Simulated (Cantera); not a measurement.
**Oxide etching and cleaning by halides: CaO + HF + N₂**

Feed: 1 mol CaO, 13 mol HF, 3.5 mol N₂, held at 323 Torr.

Equilibrium computed with Cantera from the NASA thermochemical tables; the gas is ideal and each condensed phase is pure. Candidate condensed phases: Ca, CaF₂, CaO, Ca(OH)₂, H₂O; 47 gas species. Kinetics and transport are ignored.

```json
[
 {"T (K)": "1100", "log p HF": "-0.52", "log p N₂": "-1.01", "log p H₂O": "-1.56", "log p H₂": "-6.84", "log p CaF₂": "-10.89", "log p O₂": "-7.20", "log p OH": "-8.08", "log p NO": "-7.79", "n CaF₂(s)": "1.00", "n CaF₂(l)": "0"},
 {"T (K)": "1200", "log p HF": "-0.52", "log p N₂": "-1.01", "log p H₂O": "-1.56", "log p H₂": "-6.18", "log p CaF₂": "-9.23", "log p O₂": "-6.55", "log p OH": "-7.27", "log p NO": "-7.10", "n CaF₂(s)": "1.00", "n CaF₂(l)": "0"},
 {"T (K)": "1300", "log p HF": "-0.52", "log p N₂": "-1.01", "log p H₂O": "-1.56", "log p H₂": "-5.62", "log p CaF₂": "-7.84", "log p O₂": "-6.00", "log p OH": "-6.59", "log p NO": "-6.52", "n CaF₂(s)": "1.000", "n CaF₂(l)": "0"},
 {"T (K)": "1400", "log p HF": "-0.52", "log p N₂": "-1.01", "log p H₂O": "-1.56", "log p H₂": "-5.14", "log p CaF₂": "-6.66", "log p O₂": "-5.53", "log p OH": "-6.00", "log p NO": "-6.02", "n CaF₂(s)": "1.000", "n CaF₂(l)": "0"},
 {"T (K)": "1500", "log p HF": "-0.52", "log p N₂": "-1.01", "log p H₂O": "-1.56", "log p H₂": "-4.72", "log p CaF₂": "-5.66", "log p O₂": "-5.12", "log p OH": "-5.50", "log p NO": "-5.59", "n CaF₂(s)": "1.000", "n CaF₂(l)": "0"},
 {"T (K)": "1600", "log p HF": "-0.52", "log p N₂": "-1.01", "log p H₂O": "-1.56", "log p H₂": "-4.35", "log p CaF₂": "-4.80", "log p O₂": "-4.77", "log p OH": "-5.05", "log p NO": "-5.21", "n CaF₂(s)": "0.999", "n CaF₂(l)": "0"},
 {"T (K)": "1700", "log p HF": "-0.52", "log p N₂": "-1.01", "log p H₂O": "-1.56", "log p H₂": "-4.03", "log p CaF₂": "-4.06", "log p O₂": "-4.46", "log p OH": "-4.66", "log p NO": "-4.88", "n CaF₂(s)": "0", "n CaF₂(l)": "0.997"}
]
```
log p: log10 of the partial pressure in bar; n: condensed amount in mol.

From 1100 K to 1600 K the condensed part is CaF₂(s). At 1700 K the condensed part is CaF₂(l).
